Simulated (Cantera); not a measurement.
A Cantera script and what it prints.

```python
import numpy as np
import cantera as ct

gas_names = [...]  # 91 gases of nasa_gas.yaml made of C, Cl, H
cond_names = """
    C(gr) C6H6(L) C7H8(L) C8H18(L),n-octa
""".split()


# ... load() reads the species with a 1 bar reference pressure and builds the phases ...
atoms = {
    'CCl4': {'C': 1, 'CL': 4},
    'H2': {'H': 2},
}
top_T = {'C(gr)': 4500}  # K; cautious upper limits of use, not melting points


# ... equilibrate(T, P, feed) seeds the gas with the atoms and calls Mixture.equilibrate('TP', solver="vcs", rtol=1e-11, max_steps=5000) ...
results = []
feed = {'CCl4': 1, 'H2': 0.35}  # mol
T = 3123  # K
for P in [1, 3.6, 13, 46, 170, 600, 2200, 7700, 28000, 100000]:
    mix = equilibrate(T, P, feed)
    results.append((T, P, feed, dict(zip(mix.species_names, mix.species_moles))))

top = {s: max(r[3][s] / sum(r[3][g] for g in gas_names) for r in results) for s in gas_names}
cols = sorted((s for s in top if top[s] > 0.001), key=lambda s: -top[s])[:6]
seen = [c for c in cond_names if any(r[3].get(c, 0) > 1e-12 for r in results)]
print("log10 of partial pressures in bar; condensed amounts in mol")
print(f"{'P/Pa':>10s}" + "".join(f"{s[:9]:>10s}" for s in cols + seen))
for T, P, feed, n in results:
    ng = sum(n[g] for g in gas_names)
    print(f"{P:10.4g}" + "".join(f"{np.log10(max(n[s] / ng * P / 1e5, 1e-99)):10.3f}" for s in cols)
          + "".join(f"{n.get(c, 0):10.4g}" for c in seen))
```

It prints:

```
log10 of partial pressures in bar; condensed amounts in mol
      P/Pa        CL         C       HCL         H        C3        C2     C(gr)
         1    -5.153    -5.763    -9.605    -5.910    -8.828    -7.855         0
       3.6    -4.594    -5.232    -8.488    -5.351    -7.233    -6.791         0
        13    -4.027    -4.775    -7.354    -4.785    -5.864    -5.879         0
        46    -3.462    -4.450    -6.228    -4.224    -4.888    -5.228         0
       170    -2.882    -4.196    -5.082    -3.657    -4.126    -4.720         0
       600    -2.328    -3.986    -4.016    -3.145    -3.495    -4.299         0
      2200    -1.758    -3.807    -2.997    -2.696    -2.960    -3.942    0.1479
      7700    -1.197    -3.807    -2.125    -2.385    -2.960    -3.942    0.7695
   2.8e+04    -0.636    -3.807    -1.399    -2.221    -2.960    -3.942    0.9346
     1e+05    -0.086    -3.807    -0.783    -2.155    -2.960    -3.942    0.9768
```

Method: chemical equilibrium by Gibbs-energy minimisation in Cantera with the NASA 1993 tables (ideal gas, pure condensed phases). The tables' values for CCl are old estimates; treat these amounts as uncertain.
